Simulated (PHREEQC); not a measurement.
Consider water at 20 °C with 0.0069 mol Zn(NO3)2, 0.0074 mol ZnSO4 and 0.002 mol NaAlO2 per kg of water. Closed to the air; pH follows from the charge balance.

Equilibrium calculation in PHREEQC: ion-association model, wateq4f.dat.

The pH is 7.23 and the ionic strength is 0.0405 mol/kgw. The total alkalinity is 8.00 meq/kg.

```json
[
 {"species": "NO3-", "molality": "0.0138", "activity": "0.0114", "log γ": "-0.085"},
 {"species": "Zn+2", "molality": "0.0113", "activity": "0.00577", "log γ": "-0.292"},
 {"species": "SO4-2", "molality": "0.00439", "activity": "0.00216", "log γ": "-0.308"},
 {"species": "ZnSO4", "molality": "0.00278", "activity": "0.00281", "log γ": "0.004"},
 {"species": "Na+", "molality": "0.00198", "activity": "0.00166", "log γ": "-0.078"},
 {"species": "Al(OH)4-", "molality": "0.00191", "activity": "0.00159", "log γ": "-0.078"},
 {"species": "Zn(SO4)2-2", "molality": "0.000106", "activity": "5.13e-5", "log γ": "-0.314"},
 {"species": "ZnOH+", "molality": "8.74e-5", "activity": "7.29e-5", "log γ": "-0.079"},
 {"species": "Al(OH)3", "molality": "5.25e-5", "activity": "5.31e-5", "log γ": "0.004"},
 {"species": "Al(OH)2+", "molality": "3.70e-5", "activity": "3.11e-5", "log γ": "-0.075"},
 {"species": "Zn(OH)2", "molality": "2.07e-5", "activity": "2.09e-5", "log γ": "0.004"},
 {"species": "NaSO4-", "molality": "2.06e-5", "activity": "1.73e-5", "log γ": "-0.075"},
 {"species": "AlOH+2", "molality": "7.33e-7", "activity": "3.67e-7", "log γ": "-0.300"}
]
```

Precipitation was switched off in this run. Saturation is exceeded, for instance for Basaluminite, Al(OH)3(a); the values hold only as long as no solid forms.
